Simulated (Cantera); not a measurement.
An isothermal, constant-pressure homogeneous reactor starts with H₂ : O₂ = 0.17 : 1 (molar parts), equivalence ratio 0.085, at 1373 K and 0.0132 atm.

Cantera simulation using GRI-Mech 3.0 (53 species, 325 reactions); the numbers are that mechanism's predictions, not measurements. Radical loss at walls, strong at low pressure, is not modelled. The temperature is held fixed by assumption; the heat of reaction is taken as removed at once.

x: mole fraction; the columns are a selection and need not sum to one.

```
t (s)           x H₂   x O₂         x H       x HO₂         x O       x H₂O
--------  ----------  -----  ----------  ----------  ----------  ----------
3.00e-6        0.145  0.855     5.63e-9     5.95e-9    3.40e-10    1.94e-11
2.85e-5        0.145  0.855     4.59e-8     5.65e-8     2.24e-8     1.17e-8
0.000271       0.145  0.855  (withheld)  (withheld)  (withheld)  (withheld)
0.00258      0.00548  0.758      0.0332     4.74e-6      0.0725       0.118
0.0245    (withheld)  0.805  (withheld)     4.54e-6  (withheld)  (withheld)
0.233        9.47e-5  0.842     6.01e-5     8.05e-7     0.00106       0.155
2.21         2.47e-6  0.843     2.54e-7     6.97e-8     2.76e-5       0.157
21.0         4.44e-7  0.843     1.95e-8     8.68e-8     4.98e-6       0.157
200          4.41e-7  0.843     1.93e-8     8.70e-8     4.93e-6       0.157
```

### Question
Complete the blanks.

### Answer

- 0.000271, x H: 1.42e-5
- 0.000271, x HO₂: 5.52e-7
- 0.000271, x O: 1.38e-5
- 0.000271, x H₂O: 2.75e-5
- 0.0245, x H₂: 0.00278
- 0.0245, x H: 0.0104
- 0.0245, x O: 0.0330
- 0.0245, x H₂O: 0.140
